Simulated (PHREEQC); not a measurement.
Acid mine or pickling water: an equilibrium model

Synthetic water in mg/kgw, 20 °C, pH 2.08, pe 10.7:

```json
[
 {"constituent": "Na", "mg/kgw": "307"},
 {"constituent": "K", "mg/kgw": "0.739"},
 {"constituent": "Ca", "mg/kgw": "125"},
 {"constituent": "Mg", "mg/kgw": "118"},
 {"constituent": "Cl", "mg/kgw": "292"},
 {"constituent": "S(6) as SO4", "mg/kgw": "1810"},
 {"constituent": "N(5) as NO3", "mg/kgw": "1.7"},
 {"constituent": "Al", "mg/kgw": "0.251"}
]
```

Na is adjusted to close the charge balance.
Valence states are taken as typed.

Equilibrium calculation in PHREEQC: ion-association model, phreeqc.dat.

This is a speciation only: nothing precipitates in the calculation.

Problem. Predict the ionic strength, specific conductance, density.

Solution. ionic strength 0.0525 mol/kgw; specific conductance 5510 µS/cm; density 1.001 g/cm³.

Problem. In which forms is K present?

Solution. K+ 97 %, KSO4- 3.2 % of the K.
